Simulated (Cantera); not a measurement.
A freely propagating, adiabatic, planar premixed flame of CH4 : H2 : O2 : N2 = 1 : 0.36 : 2.18 : 8.2 (molar parts), equivalence ratio 1.0, unburnt at 700 K and 21000 Pa; mixture-averaged transport, grid criteria slope 0.08 and curve 0.16, no radiation.

Detailed kinetics in Cantera: GRI-Mech 3.0 (53 species, 325 reactions). Burning velocities carry a grid error of a few per cent, more on coarse grids.

Q: Predict: laminar burning velocity; thermal thickness; peak x(CH2); peak x(C2H2); peak x(OH).

A: 
- laminar burning velocity: 287 cm/s
- thermal thickness: 1.14 mm
- peak x(CH2): 7.56e-5
- peak x(C2H2): 0.000127
- peak x(OH): 0.0134
